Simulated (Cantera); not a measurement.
**Ti(OiPr)4 + C3H8 (titanium nitride, carbide and oxide coatings)**

A closed system holds: 1 mol Ti(OiPr)4, 0.085 mol C3H8.

These are equilibrium values from Cantera (NASA tables, ideal gas, pure condensed phases), not measurements of a reactor. Candidate condensed phases: C, C6H6, C7H8, C8H18, H2O, Ti, TiC, TiO, TiO2, Ti2O3, Ti3O5, Ti4O7; 113 gas species. The feed counts by its element totals alone. Mutual solubility and eutectic melting of coexisting phases are not modelled. TiC: taken at fixed stoichiometry. Condensed phases not in the tables: Magnéli phases beyond Ti4O7. Equilibrium is a limit: real reactors are often held back by kinetics, nucleation or transport.

Q: Map the stable condensed phases over T = 802, 902, 1002, 1102, 1202, 1302, 1402, 1502, 1602, 1702, 1802 °C and P in Pa = 10, 37, 140, 520, 1900, 7200, 27000, 100000.

A: 
```
T in °C \ P in Pa
             10     37    140    520   1900   7200  27000 100000
   1802       A      A      A      A      A      A      A      A
   1702       A      A      A      A      A      A      A      A
   1602       A      A      A      A      A      A      A      A
   1502       A      A      A      A      A      A      A      A
   1402       A      A      A      A      A      A      A      A
   1302       A      A      A      A      A      A      A      A
   1202       A      A      A      A      A      A      A      B
   1102       A      A      A      A      A      A      B      C
   1002       A      A      A      A      A      C      C      D
    902       A      A      A      B      C      D      E      E
    802       A      F      C      D      E      E      E      E
```
A: C + TiC; B: C + TiC + Ti3O5; C: C + Ti3O5; D: C + Ti4O7; E: C + TiO2; F: C + TiC + Ti2O3.
